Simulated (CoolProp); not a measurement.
Aqueous magnesium chloride as a coolant, 22 % by mass, freezing at -35.4 °C, 1 atm.

Model: Melinder's fits for secondary coolants, in CoolProp.

```json
[
 {"T (°C)": "-13.7", "viscosity (mPa s)": "12.6", "density (kg/m³)": "1209", "cp (kJ/(kg K))": "2.930", "conductivity (W/(m K))": "0.483"},
 {"T (°C)": "-9.8", "viscosity (mPa s)": "10.7", "density (kg/m³)": "1208", "cp (kJ/(kg K))": "2.941", "conductivity (W/(m K))": "0.490"},
 {"T (°C)": "-5.9", "viscosity (mPa s)": "9.10", "density (kg/m³)": "1206", "cp (kJ/(kg K))": "2.951", "conductivity (W/(m K))": "0.497"},
 {"T (°C)": "-2", "viscosity (mPa s)": "7.77", "density (kg/m³)": "1205", "cp (kJ/(kg K))": "2.961", "conductivity (W/(m K))": "0.503"},
 {"T (°C)": "1.9", "viscosity (mPa s)": "6.67", "density (kg/m³)": "1203", "cp (kJ/(kg K))": "2.972", "conductivity (W/(m K))": "0.510"},
 {"T (°C)": "5.8", "viscosity (mPa s)": "5.75", "density (kg/m³)": "1202", "cp (kJ/(kg K))": "2.982", "conductivity (W/(m K))": "0.517"},
 {"T (°C)": "9.6", "viscosity (mPa s)": "5.00", "density (kg/m³)": "1200", "cp (kJ/(kg K))": "2.992", "conductivity (W/(m K))": "0.523"},
 {"T (°C)": "13.5", "viscosity (mPa s)": "4.36", "density (kg/m³)": "1198", "cp (kJ/(kg K))": "3.003", "conductivity (W/(m K))": "0.530"},
 {"T (°C)": "17.4", "viscosity (mPa s)": "3.82", "density (kg/m³)": "1196", "cp (kJ/(kg K))": "3.013", "conductivity (W/(m K))": "0.537"},
 {"T (°C)": "21.3", "viscosity (mPa s)": "3.37", "density (kg/m³)": "1194", "cp (kJ/(kg K))": "3.023", "conductivity (W/(m K))": "0.544"},
 {"T (°C)": "25.2", "viscosity (mPa s)": "3.00", "density (kg/m³)": "1193", "cp (kJ/(kg K))": "3.033", "conductivity (W/(m K))": "0.550"},
 {"T (°C)": "29.1", "viscosity (mPa s)": "2.68", "density (kg/m³)": "1191", "cp (kJ/(kg K))": "3.042", "conductivity (W/(m K))": "0.557"},
 {"T (°C)": "33", "viscosity (mPa s)": "2.42", "density (kg/m³)": "1189", "cp (kJ/(kg K))": "3.052", "conductivity (W/(m K))": "0.563"},
 {"T (°C)": "36.8", "viscosity (mPa s)": "2.21", "density (kg/m³)": "1188", "cp (kJ/(kg K))": "3.061", "conductivity (W/(m K))": "0.569"}
]
```
